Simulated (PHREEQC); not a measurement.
Solution (20 °C): 0.002 mol H2SO4, 3.4e-05 mol ZnSO4 and 0.011 mol MnSO4 per kg of water. Closed to the air; pH follows from the charge balance.

The numbers come from PHREEQC with the ion-association model, wateq4f.dat.

```csv
quantity,before,after
pH,2.61,2.79
ionic strength (mol/kgw),0.0357,0.0280
SO4-2 (mol/kgw),0.00884,0.00643
Mn+2 (mol/kgw),0.00797,0.00655
MnSO4 (mol/kgw),0.00302,0.00445
HSO4- (mol/kgw),0.00115,0.00215
```

Task: Name the change that produced these shifts.
A) ZnSO4 left out
B) temperature from 20 to 75 °C
C) MnSO4 from 0.011 to 0.0099 mol/kgw
D) ZnSO4 from 3.4e-05 to 6.8e-06 mol/kgw
E) temperature from 20 to 50 °C

Result: B, temperature from 20 to 75 °C

No solid was allowed to form. Constants without temperature data keep their 25 °C values here.
